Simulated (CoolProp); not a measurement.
Saturation properties of hydrogen sulfide.

Computed with CoolProp (reference Helmholtz-energy equation of state, Lemmon 2006). It is a short technical equation, of lower accuracy than the large ones.

| T (K) | p (MPa) | liquid density (kg/m³) | enthalpy of vaporisation (kJ/kg) | liquid cp (kJ/(kg K)) | vapour Z | liquid viscosity (µPa s) |
|---|---|---|---|---|---|---|
| 266.6 | 0.8477 | 847.0 | 473.6 | 2.071 | 0.8996 | 165 |
| 272.9 | 1.025 | 833.6 | 463.3 | 2.094 | 0.8858 | 156 |
| 279.3 | 1.231 | 819.6 | 452.2 | 2.123 | 0.8706 | 147 |
| 285.6 | 1.463 | 805.3 | 440.7 | 2.157 | 0.8544 | 139 |
| 291.9 | 1.725 | 790.5 | 428.6 | 2.198 | 0.8370 | 132 |
| 298.3 | 2.025 | 774.8 | 415.5 | 2.247 | 0.8179 | 124 |
| 304.6 | 2.355 | 758.7 | 401.7 | 2.305 | 0.7977 | 117 |
| 310.9 | 2.722 | 741.8 | 386.9 | 2.376 | 0.7760 | 110 |
| 317.3 | 3.136 | 723.7 | 370.8 | 2.465 | 0.7522 | 104 |
| 323.6 | 3.586 | 704.7 | 353.6 | 2.575 | 0.7269 | 97.0 |
| 329.9 | 4.081 | 684.4 | 334.8 | 2.716 | 0.6993 | 90.6 |
| 336.3 | 4.633 | 662.1 | 313.7 | 2.909 | 0.6687 | 84.3 |
| 342.6 | 5.227 | 638.0 | 290.5 | 3.177 | 0.6354 | 78.0 |
| 348.9 | 5.877 | 610.9 | 264.0 | 3.584 | 0.5979 | 71.8 |
| 355.3 | 6.599 | 579.0 | 232.3 | 4.294 | 0.5539 | 65.2 |

It boils at 212.9 K under 1 atm.

Viscosity comes from a separate model (Quiñones-Cisneros 2012).
